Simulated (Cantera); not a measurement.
A closed system holds: 1 mol SiH2Cl2, 0.0074 mol Cl2, 25 mol H2, at 0.130 bar.

Cantera equilibrium calculation (NASA polynomials, part measured and part estimated; ideal gas, pure solids and liquids). Candidate condensed phases: Si; 19 gas species. The numbers say what is thermodynamically allowed, not how fast it happens.

Over these rows the condensed part is Si(s). Partial pressures as log10 of bar:

| T (K) | 1000/T (1/K) | log p SiCl4 | log p H2 | log p HCl |
|---|---|---|---|---|
| 1000 | 1.0000 | -2.86 | -0.90 | -2.83 |
| 1075 | 0.9302 | -2.94 | -0.90 | -2.60 |
| 1150 | 0.8696 | -3.09 | -0.91 | -2.41 |
| 1225 | 0.8163 | -3.34 | -0.91 | -2.28 |
| 1300 | 0.7692 | -3.71 | -0.91 | -2.21 |
| 1375 | 0.7273 | ? | -0.91 | -2.17 |

Q: Fit log p(SiCl4) = a + b·(1000/T) to the five rows, give the apparent enthalpy, and predict the row at 1375 K.

A: Means: 1000/T = 0.8771, log p = -3.188. Sxy = 0.118310, Sxx = 0.0333193, so b = 3.55 and a = -3.188 − (3.55)×0.8771 = -6.30.
Apparent enthalpy: −19.145 × (3.55) = -68 kJ/mol. With the condensed phases at unit activity, Si(s) + 4 HCl(g) = SiCl4(g) + 2 H2(g) links this pressure to the main gases: over the six rows their terms move log p by +2.66 in all, so the slope isn't that reaction's ΔH° alone. The five rows lie within 0.14 of the line; that is curvature, so one enthalpy describes this range poorly.
Prediction at 1375 K: -6.30 + (3.55)×0.7273 = -3.72. The computed value is -4.19, 0.47 from the line.
